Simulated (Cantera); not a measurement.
## Adiabatic ignition

An adiabatic, constant-pressure homogeneous reactor starts with CH₄ : C₂H₆ : O₂ : N₂ : H₂O = 1 : 0.1 : 1.96 : 7.36 : 0.72 (molar parts), equivalence ratio 1.2, at 1373 K and 2780 Torr.

Model: GRI-Mech 3.0 (53 species, 325 reactions), integrated in Cantera.

```json
[
 {"t (s)": "4.00e-6", "T (K)": "1373", "x CH₄": "0.0898", "x C₂H₆": "0.00897", "x O₂": "0.176", "x O": "4.32e-9", "x H₂O": "0.0646"},
 {"t (s)": "1.04e-5", "T (K)": "1373", "x CH₄": "0.0898", "x C₂H₆": "0.00896", "x O₂": "0.176", "x O": "1.21e-8", "x H₂O": "0.0646"},
 {"t (s)": "2.73e-5", "T (K)": "1373", "x CH₄": "0.0897", "x C₂H₆": "0.00894", "x O₂": "0.176", "x O": "3.97e-8", "x H₂O": "0.0646"},
 {"t (s)": "7.11e-5", "T (K)": "1373", "x CH₄": "0.0895", "x C₂H₆": "0.00881", "x O₂": "0.176", "x O": "1.40e-7", "x H₂O": "0.0648"},
 {"t (s)": "0.000186", "T (K)": "1380", "x CH₄": "0.0879", "x C₂H₆": "0.00821", "x O₂": "0.174", "x O": "3.54e-7", "x H₂O": "0.0664"},
 {"t (s)": "0.000485", "T (K)": "2683", "x CH₄": "<1e-12", "x C₂H₆": "<1e-12", "x O₂": "0.00572", "x O": "0.00204", "x H₂O": "0.214"},
 {"t (s)": "0.00126", "T (K)": "2727", "x CH₄": "<1e-12", "x C₂H₆": "<1e-12", "x O₂": "0.00374", "x O": "0.00129", "x H₂O": "0.218"},
 {"t (s)": "0.00330", "T (K)": "2722", "x CH₄": "<1e-12", "x C₂H₆": "<1e-12", "x O₂": "0.00350", "x O": "0.00122", "x H₂O": "0.218"},
 {"t (s)": "0.00862", "T (K)": "2721", "x CH₄": "<1e-12", "x C₂H₆": "<1e-12", "x O₂": "0.00348", "x O": "0.00122", "x H₂O": "0.218"},
 {"t (s)": "0.0225", "T (K)": "2721", "x CH₄": "<1e-12", "x C₂H₆": "<1e-12", "x O₂": "0.00348", "x O": "0.00122", "x H₂O": "0.218"},
 {"t (s)": "0.0587", "T (K)": "2721", "x CH₄": "<1e-12", "x C₂H₆": "<1e-12", "x O₂": "0.00348", "x O": "0.00122", "x H₂O": "0.218"},
 {"t (s)": "0.153", "T (K)": "2721", "x CH₄": "<1e-12", "x C₂H₆": "<1e-12", "x O₂": "0.00348", "x O": "0.00122", "x H₂O": "0.218"},
 {"t (s)": "0.400", "T (K)": "2721", "x CH₄": "<1e-12", "x C₂H₆": "<1e-12", "x O₂": "0.00348", "x O": "0.00122", "x H₂O": "0.218"}
]
```
x: mole fraction; the columns are a selection and need not sum to one.

- time of steepest temperature rise: 0.445 ms
- temperature at 0.400 s: 2721 K
- equilibrium temperature: 2721 K
- x(CH₄) at 0.400 s: <1e-12 (gas-phase equilibrium <1e-12)
- x(C₂H₆) at 0.400 s: <1e-12 (gas-phase equilibrium <1e-12)
- x(O₂) at 0.400 s: 0.00348 (gas-phase equilibrium 0.00348)
